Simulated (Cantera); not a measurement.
A freely propagating, adiabatic, planar premixed flame of CO : H2 : CH4 : O2 : N2 : CO2 = 1 : 0.15 : 0.067 : 0.806 : 3.3 : 0.46 (molar parts), unburnt at 625 K and 1.00 bar; mixture-averaged transport, grid criteria slope 0.08 and curve 0.16, no radiation.

Computed with Cantera and GRI-Mech 3.0 (53 species, 325 reactions). Burning velocities carry a grid error of a few per cent, more on coarse grids.

Predict: laminar burning velocity; thermal thickness; peak x(OH); peak x(CH2O).


| Quantity | Value |
|---|---|
| laminar burning velocity | 131 cm/s |
| thermal thickness | 0.659 mm |
| peak x(OH) | 0.00509 |
| peak x(CH2O) | 0.000116 |
